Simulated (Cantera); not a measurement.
Charge: 1 mol Si₂Cl₆, a varied amount of NH₃, 23 mol H₂, equilibrated at 925 °C and 10.0 mbar.

Method: chemical equilibrium by Gibbs-energy minimisation in Cantera with the NASA 1993 tables (ideal gas, pure condensed phases). Candidate condensed phases: NH₄Cl, Si, Si₃N₄; 28 gas species. The feed counts by its element totals alone. Mutual solubility and eutectic melting of coexisting phases are not modelled. Kinetics and transport are ignored.

### Question
Which condensed phases are stable at each of these points (n(NH₃) (mol)): 0.3, 0.4, 0.53, 0.71, 0.95, 1.3, 1.7, 2.3, 3, 4, 5.4, 7.2, 9.5?

### Answer
```tsv
n(NH₃) (mol)	condensed phases	Si condensed (%)
0.3	Si(s) + Si₃N₄(s)	36.3
0.4	Si(s) + Si₃N₄(s)	36.4
0.53	Si(s) + Si₃N₄(s)	36.5
0.71	Si(s) + Si₃N₄(s)	36.7
0.95	Si(s) + Si₃N₄(s)	36.9
1.3	Si₃N₄(s)	48.7
1.7	Si₃N₄(s)	63.7
2.3	Si₃N₄(s)	84.9
3	Si₃N₄(s)	95.8
4	Si₃N₄(s)	98.1
5.4	Si₃N₄(s)	98.9
7.2	Si₃N₄(s)	99.3
9.5	Si₃N₄(s)	99.5
```

From 0.3 mol NH₃ to 0.95 mol NH₃ the condensed part is Si(s) + Si₃N₄(s). From 1.3 mol NH₃ to 9.5 mol NH₃ the condensed part is Si₃N₄(s).
